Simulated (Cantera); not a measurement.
Cantera run:

```python
import numpy as np
import cantera as ct

gas_names = """
    Br Br2 H HBr HO2 H2 H2O H2O2 Na NaBr NaH NaO NaOH Na2 Na2O Na2O2H2 O OH O2 O3
""".split()
cond_names = """
    Br2(cr) Br2(L) H2O(s) H2O(L) Na(cr) Na(L) NaBr(s) NaBr(L) NaOH(a) NaOH(L) NaO2(s) Na2O(c) Na2O(a)
    Na2O(L) Na2O2(a) Na2O2(b)
""".split()


# ... load() reads the species with a 1 bar reference pressure and builds the phases ...
atoms = {
    'NaBr': {'Na': 1, 'Br': 1},
    'H2': {'H': 2},
    'O2': {'O': 2},
}
top_T = {'NaO2(s)': 800, 'Na2O2(b)': 940}  # K; cautious upper limits of use, not melting points


# ... equilibrate(T, P, feed) seeds the gas with the atoms and calls Mixture.equilibrate('TP', solver="vcs", rtol=1e-11, max_steps=5000) ...
results = []
feed = {'NaBr': 1, 'H2': 1.1, 'O2': 0.057}  # mol
P = 14000  # Pa
for T in [1773, 1798, 1823, 1848, 1873, 1898, 1923, 1948, 1973, 1998, 2023, 2048]:
    mix = equilibrate(T, P, feed)
    results.append((T, P, feed, dict(zip(mix.species_names, mix.species_moles))))

top = {s: max(r[3][s] / sum(r[3][g] for g in gas_names) for r in results) for s in gas_names}
cols = sorted((s for s in top if top[s] > 0.001), key=lambda s: -top[s])[:8]
seen = [c for c in cond_names if any(r[3].get(c, 0) > 1e-12 for r in results)]
print("log10 of partial pressures in bar; condensed amounts in mol")
print(f"{'T/K':>10s}" + "".join(f"{s[:9]:>10s}" for s in cols + seen))
for T, P, feed, n in results:
    ng = sum(n[g] for g in gas_names)
    print(f"{T:10.4g}" + "".join(f"{np.log10(max(n[s] / ng * P / 1e5, 1e-99)):10.3f}" for s in cols)
          + "".join(f"{n.get(c, 0):10.4g}" for c in seen))
```

It prints:

```
log10 of partial pressures in bar; condensed amounts in mol
       T/K      NaBr        H2       H2O        Na       HBr        Br         H
      1773    -1.187    -1.189    -2.123    -2.877    -2.889    -4.218    -4.140
      1798    -1.189    -1.190    -2.123    -2.832    -2.847    -4.113    -4.048
      1823    -1.190    -1.191    -2.124    -2.789    -2.807    -4.011    -3.959
      1848    -1.191    -1.191    -2.124    -2.746    -2.769    -3.911    -3.871
      1873    -1.193    -1.192    -2.125    -2.704    -2.732    -3.815    -3.786
      1898    -1.195    -1.194    -2.125    -2.664    -2.696    -3.722    -3.704
      1923    -1.197    -1.195    -2.126    -2.624    -2.661    -3.631    -3.623
      1948    -1.199    -1.196    -2.126    -2.585    -2.628    -3.543    -3.545
      1973    -1.201    -1.197    -2.127    -2.547    -2.596    -3.458    -3.469
      1998    -1.203    -1.199    -2.128    -2.509    -2.566    -3.375    -3.394
      2023    -1.206    -1.200    -2.129    -2.472    -2.537    -3.294    -3.322
      2048    -1.209    -1.202    -2.130    -2.436    -2.509    -3.216    -3.251
```

These are equilibrium values from Cantera (NASA tables, ideal gas, pure condensed phases), not measurements of a reactor. Gases not in the tables: NaBr and NaI dimers.
